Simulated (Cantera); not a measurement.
Standard-state values (1 bar) from the NASA 1993 polynomials, evaluated with Cantera. Values are per mole of reaction as written; species without (g) are pure solids or liquids, kept so even where they would boil at 1 bar.

Problem. Between 300 and 675 K, where is each reaction favourable under standard conditions?
- PbS + H2(g) = H2S(g) + Pb

Solution. 
- PbS + H2(g) = H2S(g) + Pb: ΔG° is 63 kJ at 300 K and 47 kJ at 675 K; it stays positive (K < 1). ΔH° is 77 kJ and ΔS° 44 J/K at 675 K.
